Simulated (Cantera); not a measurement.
Charge: 1 mol CuF2, 1.1 mol H2, held at 56.0 Pa.

These are equilibrium values from Cantera (NASA tables, ideal gas, pure condensed phases), not measurements of a reactor. Candidate condensed phases: Cu, CuF2; 15 gas species. Equilibrium is a limit: real reactors are often held back by kinetics, nucleation or transport.

x: gas mole fraction; n: condensed amount in mol.

```json
[
 {"T (K)": "848", "x HF": "0.952", "x H2": "0.0476", "x Cu": "2.08e-11", "x CuF": "?", "x H": "1.75e-10", "x Cu2": "<1e-12", "x F": "<1e-12", "n Cu(s)": "1.00", "n Cu(l)": "0"},
 {"T (K)": "948", "x HF": "0.952", "x H2": "0.0476", "x Cu": "3.08e-9", "x CuF": "?", "x H": "4.83e-9", "x Cu2": "<1e-12", "x F": "<1e-12", "n Cu(s)": "1.00", "n Cu(l)": "0"},
 {"T (K)": "1048", "x HF": "0.952", "x H2": "0.0476", "x Cu": "1.75e-7", "x CuF": "?", "x H": "7.12e-8", "x Cu2": "<1e-12", "x F": "<1e-12", "n Cu(s)": "1.000", "n Cu(l)": "0"},
 {"T (K)": "1148", "x HF": "0.952", "x H2": "0.0476", "x Cu": "4.86e-6", "x CuF": "?", "x H": "6.61e-7", "x Cu2": "7.35e-11", "x F": "1.32e-11", "n Cu(s)": "1.000", "n Cu(l)": "0"},
 {"T (K)": "1248", "x HF": "0.952", "x H2": "0.0476", "x Cu": "7.87e-5", "x CuF": "?", "x H": "4.31e-6", "x Cu2": "3.80e-9", "x F": "2.66e-10", "n Cu(s)": "1.000", "n Cu(l)": "0"},
 {"T (K)": "1348", "x HF": "0.951", "x H2": "0.0477", "x Cu": "0.000836", "x CuF": "?", "x H": "2.14e-5", "x Cu2": "1.08e-7", "x F": "3.45e-9", "n Cu(s)": "0.998", "n Cu(l)": "0"},
 {"T (K)": "1448", "x HF": "0.945", "x H2": "0.0478", "x Cu": "0.00592", "x CuF": "?", "x H": "8.52e-5", "x Cu2": "1.64e-6", "x F": "3.13e-8", "n Cu(s)": "0", "n Cu(l)": "0.985"},
 {"T (K)": "1548", "x HF": "0.916", "x H2": "0.0479", "x Cu": "0.0321", "x CuF": "?", "x H": "0.000285", "x Cu2": "1.70e-5", "x F": "2.09e-7", "n Cu(s)": "0", "n Cu(l)": "0.921"}
]
```

Q: What belongs in the gaps?

A: 
- 848, x CuF: 3.80e-10
- 948, x CuF: 1.78e-8
- 1048, x CuF: 3.96e-7
- 1148, x CuF: 5.11e-6
- 1248, x CuF: 4.34e-5
- 1348, x CuF: 0.000266
- 1448, x CuF: 0.00117
- 1548, x CuF: 0.00407
